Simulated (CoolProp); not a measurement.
Properties of water along the isotherm 344.7 K (Tc = 647.1 K, pc = 22.06 MPa, ω = 0.344).

The numbers come from the reference Helmholtz-energy equation of state, Wagner 2002 in CoolProp.

| p (MPa) | phase | density (kg/m³) | cv (kJ/(kg K)) | Joule-Thomson coefficient (K/MPa) | expansivity (1/kK) | fugacity coefficient |
|---|---|---|---|---|---|---|
| 0.316 | liquid | 977.0 | 3.917 | -0.1943 | 0.5928 | 0.1050 |
| 0.534 | liquid | 977.1 | 3.916 | -0.1944 | 0.5927 | 0.06220 |
| 0.901 | liquid | 977.2 | 3.915 | -0.1944 | 0.5923 | 0.03695 |
| 1.52 | liquid | 977.5 | 3.914 | -0.1944 | 0.5918 | 0.02199 |
| 2.57 | liquid | 978.0 | 3.912 | -0.1945 | 0.5909 | 0.01309 |
| 4.33 | liquid | 978.7 | 3.908 | -0.1947 | 0.5894 | 0.007860 |
| 7.31 | liquid | 980.0 | 3.902 | -0.1949 | 0.5869 | 0.004746 |
| 12.3 | liquid | 982.2 | 3.893 | -0.1953 | 0.5830 | 0.002912 |
| 20.8 | liquid | 985.8 | 3.876 | -0.1959 | 0.5766 | 0.001818 |
| 35.1 | liquid | 991.7 | 3.850 | -0.1968 | 0.5670 | 0.001180 |
| 59.3 | liquid | 1001 | 3.808 | -0.1981 | 0.5532 | 0.0008136 |
| 100 | liquid | 1017 | 3.747 | -0.1995 | 0.5351 | 0.0006217 |
